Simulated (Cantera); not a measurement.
Input: 1 mol borazine, 0.58 mol O2, at 0.440 bar.

Method: chemical equilibrium by Gibbs-energy minimisation in Cantera with the NASA 1993 tables (ideal gas, pure condensed phases). Candidate condensed phases: B, BN, B2O3, B3O3H3, H2O; 39 gas species. The feed counts by its element totals alone. Mutual solubility and eutectic melting of coexisting phases are not modelled. Gases not in the tables: H3BO3. Kinetics and transport are ignored.

Problem. Which condensed phases are stable at each of these points (T (K)): 973, 1048, 1123, 1198, 1273, 1348, 1423, 1498, 1573, 1648, 1723, 1798, 1873, 1948?

Solution. 
```tsv
T (K)	condensed phases	B condensed (%)
973	BN(s) + B2O3(l)	100.0
1048	BN(s) + B2O3(l)	100.0
1123	BN(s) + B2O3(l)	100.0
1198	BN(s) + B2O3(l)	100.0
1273	BN(s) + B2O3(l)	100.0
1348	BN(s) + B2O3(l)	99.9
1423	BN(s) + B2O3(l)	99.9
1498	BN(s) + B2O3(l)	99.7
1573	BN(s) + B2O3(l)	99.5
1648	BN(s) + B2O3(l)	98.8
1723	BN(s) + B2O3(l)	97.5
1798	BN(s) + B2O3(l)	94.5
1873	BN(s) + B2O3(l)	87.7
1948	BN(s)	71.9
```

From 973 K to 1873 K the condensed part is BN(s) + B2O3(l). At 1948 K the condensed part is BN(s).
